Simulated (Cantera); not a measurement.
Charge: 1 mol trisilylamine, 3.1 mol N2, 4.7 mol H2, equilibrated at 1800 °C and 133 Pa.

Equilibrium computed with Cantera from the NASA thermochemical tables; the gas is ideal and each condensed phase is pure. Candidate condensed phases: Si, Si3N4; 18 gas species. The feed counts by its element totals alone. The tables' values for SiN are old estimates; treat these amounts as uncertain. Gases not in the tables: Si2H6 and higher silanes. Kinetics and transport are ignored.

Base state: H2 0.614, N2 0.251, Si 0.0748, H 0.0565, SiH 0.00123, Si2 0.000918, Si2N 0.000370, SiN 0.000301 (mole fractions); condensed: Si(l).

Problem. What changes in the equilibrium state with this change: temperature from 1800 °C to 650 °C?

Solution. 
```tsv
species	before	after
H2	0.614	0.852
N2	0.251	0.148
H	0.0565	6.21e-9
Si	0.0748	<1e-9
SiH	0.00123	<1e-9
Si2	0.000918	<1e-9
Si2N	0.000370	<1e-9
Si(l), mol	1.86	0
Si3N4(s), mol	0	1.00
```

Problem. What changes in the equilibrium state with this change: pressure from 133 Pa to 39000 Pa?

Solution. 
```
species       before     after
----------  --------  --------
H2             0.614     0.715
N2             0.251     0.281
H             0.0565   0.00356
Si            0.0748  0.000256
Si3         0.000190   6.50e-7
Si2         0.000918   3.14e-6
Si2N        0.000370   2.29e-5
SiN         0.000301   1.86e-5
SiH          0.00123   7.76e-5
Si(l), mol      1.86      2.99
```
